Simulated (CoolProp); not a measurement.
Cyclopentane at several states: Z from the reference equation and from simpler models built on Tc = 238.6 °C, pc = 4.583 MPa, ω = 0.202; each cubic takes its own stable root.

Computed with CoolProp (reference Helmholtz-energy equation of state, Gedanitz 2015).

```json
[
 {"T (°C)": "-67.85", "p (MPa)": "1.82", "phase": "liquid", "reference": "0.09036", "van der Waals": "0.1430", "Soave-Redlich-Kwong": "0.09554", "Peng-Robinson": "0.08517"},
 {"T (°C)": "23.05", "p (MPa)": "1.22", "phase": "liquid", "reference": "0.04673", "van der Waals": "0.07324", "Soave-Redlich-Kwong": "0.04876", "Peng-Robinson": "0.04324"},
 {"T (°C)": "188.75", "p (MPa)": "0.787", "phase": "gas", "reference": "0.9095", "van der Waals": "0.9307", "Soave-Redlich-Kwong": "0.9137", "Peng-Robinson": "0.9066"},
 {"T (°C)": "256.05", "p (MPa)": "10.1", "phase": "supercritical", "reference": "0.3493", "van der Waals": "0.4668", "Soave-Redlich-Kwong": "0.3963", "Peng-Robinson": "0.3588"}
]
```
